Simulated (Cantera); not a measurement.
**Si2H6 + HCl + N2 (silicon epitaxy and polysilicon growth)**

Input: 1 mol Si2H6, 0.16 mol HCl, a varied amount of N2, held at 1525 °C and 1.00 bar.

Method: chemical equilibrium by Gibbs-energy minimisation in Cantera with the NASA 1993 tables (ideal gas, pure condensed phases). Candidate condensed phases: NH4Cl, Si, Si3N4; 28 gas species. The feed counts by its element totals alone. Kinetics and transport are ignored.

| n(N2) (mol) | x N2 | x H2 | x HCl | x H | x SiCl2 | n Si3N4(s) |
|---|---|---|---|---|---|---|
| 7.5 | 0.661 | 0.322 | 0.0168 | 0.000200 | 0.000150 | 0.666 |
| 10 | 0.733 | 0.254 | 0.0133 | 0.000177 | 0.000111 | 0.666 |
| 14 | 0.800 | 0.190 | 0.00994 | 0.000153 | 7.83e-5 | 0.666 |
| 20 | 0.855 | 0.137 | 0.00721 | 0.000131 | 5.44e-5 | 0.666 |
| 27 | 0.890 | 0.104 | 0.00546 | 0.000114 | 4.01e-5 | 0.666 |
| 38 | 0.921 | 0.0753 | 0.00396 | 9.66e-5 | 2.84e-5 | 0.666 |
| 52 | 0.941 | 0.0557 | 0.00293 | 8.31e-5 | 2.07e-5 | 0.666 |
| 72 | 0.957 | 0.0406 | 0.00213 | 7.10e-5 | 1.49e-5 | 0.666 |
| 99 | 0.969 | 0.0297 | 0.00156 | 6.07e-5 | 1.09e-5 | 0.666 |
| 140 | 0.978 | 0.0211 | 0.00111 | 5.12e-5 | 7.66e-6 | 0.666 |
| 190 | 0.984 | 0.0156 | 0.000821 | 4.40e-5 | 5.64e-6 | 0.666 |
| 260 | 0.988 | 0.0114 | 0.000601 | 3.77e-5 | 4.12e-6 | 0.666 |
x: gas mole fraction; n: condensed amount in mol.

From 7.5 mol N2 to 260 mol N2 the condensed part is Si3N4(s). The main Si-bearing gas is SiCl2 throughout.
